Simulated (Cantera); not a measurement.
Carbothermic reduction: MgO + CO

A closed system holds: 1 mol MgO, 1.8 mol CO.

Cantera equilibrium calculation (NASA polynomials, part measured and part estimated; ideal gas, pure solids and liquids). Candidate condensed phases: C, Mg, MgCO₃, MgO; 15 gas species. Equilibrium is a limit: real reactors are often held back by kinetics, nucleation or transport.

Q: Map the stable condensed phases over T = 1050, 1100, 1150, 1200, 1250, 1300, 1350, 1400, 1450, 1500, 1550, 1600, 1650, 1700 °C and P in Pa = 10, 42, 180, 750, 3200, 13000, 56000, 240000, 1000000.

A: 
```
T in °C \ P in Pa
              10      42     180     750    3200   13000   56000  240000 1000000
   1700        A       A       A       A       A       A       A       A       A
   1650        A       A       A       A       A       A       A       A       A
   1600        A       A       A       A       A       A       A       A       B
   1550        A       A       A       A       A       A       A       A       B
   1500        A       A       A       A       A       A       A       A       B
   1450        A       A       A       A       A       A       A       B       B
   1400        A       A       A       A       A       A       A       B       B
   1350        A       A       A       A       A       A       A       B       B
   1300        A       A       A       A       A       A       B       B       B
   1250        A       A       A       A       A       A       B       B       B
   1200        A       A       A       A       A       A       B       B       B
   1150        A       A       A       A       A       B       B       B       B
   1100        A       A       A       A       A       B       B       B       B
   1050        A       A       A       A       B       B       B       B       B
```
A: MgO; B: C + MgO.
